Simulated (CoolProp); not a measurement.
Vapour pressure (MPa) of benzene: the reference equation beside estimates from Tc = 288.9 °C, pc = 4.906 MPa, ω = 0.211. Clausius-Clapeyron is anchored at 188.35 °C with a constant enthalpy of vaporisation of 23.21 kJ/mol.

Computed with CoolProp (reference Helmholtz-energy equation of state, Thol 2012).

| T (°C) | reference | Lee-Kesler | Clausius-Clapeyron | van der Waals | Redlich-Kwong | Soave-Redlich-Kwong | Peng-Robinson |
|---|---|---|---|---|---|---|---|
| 173.95 | 0.9221 | 0.9258 | 0.9764 | 1.833 | 1.159 | 0.9302 | 0.9191 |
| 176.05 | 0.9577 | 0.9615 | 1.005 | 1.873 | 1.199 | 0.9664 | 0.9548 |
| 178.05 | 0.9924 | 0.9964 | 1.033 | 1.912 | 1.237 | 1.002 | 0.9897 |
| 180.15 | 1.030 | 1.034 | 1.063 | 1.953 | 1.278 | 1.040 | 1.027 |
| 182.15 | 1.067 | 1.071 | 1.093 | 1.993 | 1.319 | 1.077 | 1.064 |
| 184.25 | 1.106 | 1.110 | 1.124 | 2.035 | 1.362 | 1.118 | 1.104 |
| 186.35 | 1.147 | 1.151 | 1.156 | 2.078 | 1.406 | 1.159 | 1.145 |
| 188.35 | 1.186 | 1.191 | 1.186 | 2.120 | 1.448 | 1.200 | 1.185 |
| 190.45 | 1.229 | 1.234 | 1.219 | 2.164 | 1.494 | 1.243 | 1.228 |
| 192.45 | 1.271 | 1.276 | 1.251 | 2.206 | 1.539 | 1.286 | 1.270 |
| 194.55 | 1.316 | 1.321 | 1.285 | 2.252 | 1.587 | 1.332 | 1.315 |
| 196.55 | 1.360 | 1.365 | 1.318 | 2.295 | 1.633 | 1.377 | 1.359 |
| 198.65 | 1.407 | 1.412 | 1.354 | 2.342 | 1.683 | 1.425 | 1.407 |
| 200.65 | 1.453 | 1.458 | 1.388 | 2.386 | 1.732 | 1.472 | 1.453 |

Absolute difference from the reference over all 14 rows, mean and median: Lee-Kesler 0.4 and 0.4 %, Clausius-Clapeyron 2.8 and 2.8 %, van der Waals 80.5 and 80.0 %, Redlich-Kwong 22.4 and 22.3 %, Soave-Redlich-Kwong 1.1 and 1.1 %, Peng-Robinson 0.2 and 0.1 %.
